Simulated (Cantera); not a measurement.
An isothermal, constant-pressure homogeneous reactor starts with CH4 : N2 = 1 : 3.5 (molar parts), at 2000 K and 46000 Pa. Integrator tolerance rtol = 1e-08.

Cantera simulation using GRI-Mech 3.0 (53 species, 325 reactions); the numbers are that mechanism's predictions, not measurements. GRI-Mech 3.0 stops at C3 and has no aromatics, soot or wall deposition, so with more carbon than oxygen in the feed, carbon stays in small species such as C2H2 where larger ones or solid carbon would form.

### Question
What does this change do: temperature 2000 to 1225 K?

### Answer
| quantity | before | after |
|---|---|---|
| x(CH4) at 100 s | 0.000287 (gas-phase equilibrium 0.000196) | 0.212 (gas-phase equilibrium 0.104) |
| x(C2H) at 100 s | 7.41e-6 (gas-phase equilibrium 3.37e-6) | <1e-12 (gas-phase equilibrium 5.37e-12) |
| x(CH2) at 100 s | 1.57e-7 (gas-phase equilibrium 1.07e-7) | 1.19e-12 (gas-phase equilibrium 1.64e-12) |
| x(C2H6) at 100 s | 4.46e-9 (gas-phase equilibrium 2.06e-9) | 8.22e-5 (gas-phase equilibrium 7.00e-5) |
| x(C2H2) at 100 s | 0.0856 (gas-phase equilibrium 0.0389) | 0.00367 (gas-phase equilibrium 0.0187) |
| x(H) at 100 s | 0.00126 (gas-phase equilibrium 0.00126) | 9.34e-9 (gas-phase equilibrium 1.72e-7) |

### Question
What does this change do: CH4 1 to 0.32 parts?

### Answer
```json
[
 {"quantity": "x(CH4) at 100 s", "before": "0.000287 (gas-phase equilibrium 0.000196)", "after": "4.91e-5 (gas-phase equilibrium 2.62e-5)"},
 {"quantity": "x(C2H) at 100 s", "before": "7.41e-6 (gas-phase equilibrium 3.37e-6)", "after": "4.73e-6 (gas-phase equilibrium 1.21e-6)"},
 {"quantity": "x(CH2) at 100 s", "before": "1.57e-7 (gas-phase equilibrium 1.07e-7)", "after": "6.32e-8 (gas-phase equilibrium 3.37e-8)"},
 {"quantity": "x(C2H6) at 100 s", "before": "4.46e-9 (gas-phase equilibrium 2.06e-9)", "after": "3.14e-10 (gas-phase equilibrium 8.66e-11)"},
 {"quantity": "x(C2H2) at 100 s", "before": "0.0856 (gas-phase equilibrium 0.0389)", "after": "0.0356 (gas-phase equilibrium 0.00907)"},
 {"quantity": "x(H) at 100 s", "before": "0.00126 (gas-phase equilibrium 0.00126)", "after": "0.000820 (gas-phase equilibrium 0.000821)"}
]
```
